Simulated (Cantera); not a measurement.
An isothermal, constant-pressure homogeneous reactor starts with 26.1 % C2H6, 73.1 % N2, 0.731 % H2O, at 1850 K and 3.23 Torr.

Cantera simulation using GRI-Mech 3.0 (53 species, 325 reactions); the numbers are that mechanism's predictions, not measurements. GRI-Mech 3.0 stops at C3 and has no aromatics, soot or wall deposition, so with more carbon than oxygen in the feed, carbon stays in small species such as C2H2 where larger ones or solid carbon would form. Radical loss at walls, strong at low pressure, is not modelled.

x: mole fraction; the columns are a selection and need not sum to one.

```
t (s)       x C2H6     x H2     x CH3  x CH2      x H
--------  --------  -------  --------  -----  -------
0.000100     0.201  0.00624    0.0667      …  0.00116
0.000246     0.113   0.0385     0.108      …  0.00297
0.000605    0.0166    0.111    0.0973      …  0.00606
0.00149   0.000400    0.201    0.0320      …  0.00483
0.00366    7.10e-5    0.248    0.0119      …  0.00255
0.00902    2.49e-5    0.271   0.00603      …  0.00160
0.0222     1.10e-5    0.286   0.00366      …  0.00120
0.0546     5.35e-6    0.299   0.00246      …  0.00107
0.134      2.45e-6    0.314   0.00167      …  0.00115
0.330      7.40e-7    0.329  0.000969      …  0.00144
0.813      1.18e-7    0.339  0.000437      …  0.00210
2.00       1.50e-8    0.344  0.000187      …  0.00326
```

Question: Fill in the missing entries.

Answer: 
- 0.000100, x CH2: 0.000128
- 0.000246, x CH2: 0.000284
- 0.000605, x CH2: 0.000342
- 0.00149, x CH2: 0.000143
- 0.00366, x CH2: 4.88e-5
- 0.00902, x CH2: 2.10e-5
- 0.0222, x CH2: 1.12e-5
- 0.0546, x CH2: 7.29e-6
- 0.134, x CH2: 5.57e-6
- 0.330, x CH2: 4.25e-6
- 0.813, x CH2: 2.96e-6
- 2.00, x CH2: 2.02e-6
